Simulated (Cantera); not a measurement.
Pyrogenic steam for wet oxidation

An isothermal, constant-pressure homogeneous reactor starts with 34.4 % H2, 31.2 % O2, 34.4 % N2, equivalence ratio 0.55, at 1075 K and 750 Torr.

Cantera simulation using the H2/O2 subset of GRI-Mech 3.0, which has no nitrogen chemistry; the numbers are that mechanism's predictions, not measurements. The temperature is held fixed by assumption; the heat of reaction is taken as removed at once.

```tsv
t (s)	x H2	x O2	x O	x OH	x H2O2	x H2O	x H
0.000200	0.0618	0.195	5.47e-6	5.95e-6	0.000207	0.340	7.94e-6
0.00100	0.0582	0.194	4.10e-6	4.77e-6	0.000411	0.344	6.15e-6
0.00503	0.0374	0.185	4.23e-6	5.91e-6	0.000424	0.370	4.87e-6
0.0252	0.00673	0.173	1.36e-6	3.46e-6	7.00e-5	0.407	5.70e-7
0.126	0.000425	0.170	4.22e-8	7.33e-7	1.02e-6	0.415	8.25e-9
0.634	2.28e-5	0.170	9.43e-10	2.11e-7	1.17e-8	0.415	1.62e-10
3.18	8.83e-10	0.170	3.85e-10	7.32e-7	8.47e-10	0.415	<1e-12
16.0	7.11e-10	0.170	5.44e-10	8.72e-7	1.18e-9	0.415	<1e-12
80.0	7.11e-10	0.170	5.44e-10	8.72e-7	1.18e-9	0.415	<1e-12
```
x: mole fraction; the columns are a selection and need not sum to one.

Equilibrium at this temperature and pressure: H2 7.11e-10, O2 0.170, O 5.44e-10, OH 8.72e-7, H2O2 1.18e-9, H2O 0.415, H <1e-12 (gas phase only).
